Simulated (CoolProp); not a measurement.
Vapour-liquid equilibrium of benzene (1) + n-octane (2) at 575 kPa; x and y are mole fractions of (1).

Computed with CoolProp (multi-fluid Helmholtz-energy mixture model, Thol 2012 and Beckmüller 2019; pair parameters Bell 2016).

```tsv
x	bubble temperature, mixture model (K)	bubble temperature, Raoult's law (K)	y, mixture model	y, Raoult's law
0.05	471.1	471.2	0.108	0.121
0.15	463.0	463.6	0.299	0.321
0.25	455.6	456.9	0.454	0.477
0.35	449.0	450.8	0.576	0.600
0.45	443.4	445.3	0.674	0.698
0.55	438.5	440.3	0.753	0.779
0.65	434.3	435.8	0.818	0.844
0.75	430.5	431.6	0.875	0.899
0.85	427.1	427.8	0.927	0.945
0.95	424.0	424.2	0.976	0.983
```

The largest gap from Raoult's law is -1.9 K in bubble temperature, at x = 0.45. No azeotrope shows between x = 0.05 and 0.95.

Pair parameters are fitted to limited data, so mixtures are less certain than the pure fluids.
